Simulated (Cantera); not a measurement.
# Premixed flame

A freely propagating, adiabatic, planar premixed flame of H2 : O2 : N2 = 1 : 0.505 : 1.9 (molar parts), equivalence ratio 0.99, unburnt at 375 K and 0.132 atm; mixture-averaged transport, grid criteria slope 0.08 and curve 0.16, no radiation.

Cantera simulation using the H2/O2 subset of GRI-Mech 3.0, which has no nitrogen chemistry; the numbers are that mechanism's predictions, not measurements. Burning velocities carry a grid error of a few per cent, more on coarse grids.

| z (mm) | T (K) | u (m/s) | x H2 | x O2 | x O | x OH | x HO2 | x H2O2 |
|---|---|---|---|---|---|---|---|---|
| -16.9 | 375 | 2.74 | 0.294 | 0.148 | <1e-8 | <1e-8 | <1e-8 | <1e-8 |
| -11.3 | 375 | 2.74 | 0.294 | 0.148 | <1e-8 | <1e-8 | <1e-8 | <1e-8 |
| -8.47 | 375 | 2.74 | 0.294 | 0.148 | <1e-8 | <1e-8 | <1e-8 | <1e-8 |
| -5.65 | 375 | 2.74 | 0.294 | 0.148 | <1e-8 | <1e-8 | <1e-8 | <1e-8 |
| -2.82 | 377 | 2.75 | 0.293 | 0.148 | 3.38e-7 | 2.02e-6 | 2.55e-5 | 7.10e-7 |
| -1.41 | 560 | 4.01 | 0.267 | 0.145 | 8.78e-5 | 0.000651 | 6.80e-5 | 2.10e-5 |
| 0 | 1034 | 7.13 | 0.145 | 0.104 | 0.00518 | 0.00215 | 1.85e-5 | 6.48e-7 |
| 1.41 | 1334 | 9.09 | 0.0514 | 0.0431 | 0.0125 | 0.00687 | 6.59e-6 | 9.02e-7 |
| 2.82 | 1460 | 9.89 | 0.0434 | 0.0339 | 0.0131 | 0.00926 | 4.48e-6 | 7.24e-7 |
| 5.65 | 1599 | 10.7 | 0.0443 | 0.0304 | 0.0123 | 0.0118 | 3.35e-6 | 4.40e-7 |
| 11.3 | 1750 | 11.6 | 0.0441 | 0.0268 | 0.0107 | 0.0140 | 2.47e-6 | 2.28e-7 |
| 22.6 | 1903 | 12.5 | 0.0417 | 0.0231 | 0.00845 | 0.0155 | 1.78e-6 | 1.19e-7 |
| 45.2 | 2048 | 13.3 | 0.0373 | 0.0192 | 0.00610 | 0.0158 | 1.29e-6 | 6.99e-8 |
x: mole fraction of selected species; z is measured from the peak of heat release.

The laminar burning velocity comes out as 274 cm/s and the thermal thickness comes out as 5.65 mm. The peak x(O) is 0.0131 and the peak x(OH) comes out as 0.0159. The peak x(HO2) is 0.000117. The peak x(H2O2) is 2.36e-5.
